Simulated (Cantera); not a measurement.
A closed system holds: 1 mol BN, 2.9 mol O2, a varied amount of N2, equilibrated at 1598 K and 10.0 mbar.

Cantera equilibrium calculation (NASA polynomials, part measured and part estimated; ideal gas, pure solids and liquids). Candidate condensed phases: B, BN, B2O3; 17 gas species. Equilibrium is a limit: real reactors are often held back by kinetics, nucleation or transport.

Task: Which condensed phases are stable at each of these points (n(N2) (mol)): 11, 15, 20, 25, 33, 43, 56, 73?

Result: 
```json
[
 {"n(N2) (mol)": "11", "condensed phases": "B2O3(l)", "B condensed (%)": "59.3"},
 {"n(N2) (mol)": "15", "condensed phases": "B2O3(l)", "B condensed (%)": "47.5"},
 {"n(N2) (mol)": "20", "condensed phases": "B2O3(l)", "B condensed (%)": "32.7"},
 {"n(N2) (mol)": "25", "condensed phases": "B2O3(l)", "B condensed (%)": "18.0"},
 {"n(N2) (mol)": "33", "condensed phases": "gas only", "B condensed (%)": "0.0"},
 {"n(N2) (mol)": "43", "condensed phases": "gas only", "B condensed (%)": "0.0"},
 {"n(N2) (mol)": "56", "condensed phases": "gas only", "B condensed (%)": "0.0"},
 {"n(N2) (mol)": "73", "condensed phases": "gas only", "B condensed (%)": "0.0"}
]
```

From 11 mol N2 to 25 mol N2 the condensed part is B2O3(l). From 33 mol N2 to 73 mol N2 nothing is condensed.
